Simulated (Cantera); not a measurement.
Charge: 1 mol B2O3, 0.43 mol NH3, 100 mol H2, equilibrated at 1323.15 K and 13.3 mbar.

Equilibrium computed with Cantera from the NASA thermochemical tables; the gas is ideal and each condensed phase is pure. Candidate condensed phases: B, BN, B2O3, B3O3H3, H2O; 39 gas species. Mutual solubility and eutectic melting of coexisting phases are not modelled. Equilibrium is a limit: real reactors are often held back by kinetics, nucleation or transport.

Base state: H2 0.997, N2 0.00201, HBO2 0.000555, HBO 0.000346, H2O 0.000251, B2O3 2.62e-5, H 1.37e-5 (mole fractions); condensed: BN(s) + B2O3(l).

Question: What changes in the equilibrium state with this change: temperature from 1323.15 K to 1723.15 K?

Answer: 
```
species         before     after
------------  --------  --------
H2               0.997     0.978
HBO           0.000346   0.00837
HBO2          0.000555   0.00650
BO             1.65e-7  0.000260
B2O2           1.54e-6  0.000316
H              1.37e-5   0.00156
B2O3           2.62e-5   0.00193
BN(s), mol      0.0238         0
B2O3(l), mol     0.940         0
```
